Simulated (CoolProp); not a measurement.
Vapour-liquid equilibrium of acetone (1) + p-xylene (2) at 6.51 bar; x and y are mole fractions of (1).

The numbers come from the multi-fluid Helmholtz-energy mixture model, Lemmon 2006 and Zhou 2012; pair parameters Bell 2016 in CoolProp.

Problem. Give the bubble temperature and the first vapour's composition at x = 0.05, 0.2, 0.8. Is there an azeotrope?

Solution. x = 0.05: 482.5 K, y = 0.244; x = 0.2: 450.8 K, y = 0.626; x = 0.8: 405.0 K, y = 0.952. No azeotrope shows between x = 0.05 and 0.95.

Pair parameters are fitted to limited data, so mixtures are less certain than the pure fluids.
